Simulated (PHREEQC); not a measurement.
Dissolve 0.028 mol LiNO3, 4.1e-05 mol NaBr, 0.12 mol K2SO4 and 0.0046 mol ZnCl2 per kg of water at 25 °C. Closed to the air; pH follows from the charge balance.

Computed with PHREEQC (ion-association model, wateq4f.dat).

| quantity | before | after |
|---|---|---|
| pH | 6.37 | 6.39 |
| ionic strength (mol/kgw) | 0.327 | 0.172 |
| SO4-2 (mol/kgw) | 0.0846 | 0.0468 |
| KSO4- (mol/kgw) | 0.0287 | 0.0106 |
| ZnSO4 (mol/kgw) | 0.00190 | 0.00101 |
| SI of Zincite(c) (ZnO) | -1.77 | -1.86 |
| SI of Zn(OH)2-e (Zn(OH)2) | -2.13 | -2.23 |

Task: Name the change that produced these shifts.
A. LiNO3 left out
B. ZnCl2 from 0.0046 to 0.0092 mol/kgw
C. diluted 2-fold with water
D. LiNO3 from 0.028 to 0.14 mol/kgw
E. NaBr replaced by CaBr2 at the same molality

Result: C, diluted 2-fold with water

This is a speciation only: nothing precipitates in the calculation.
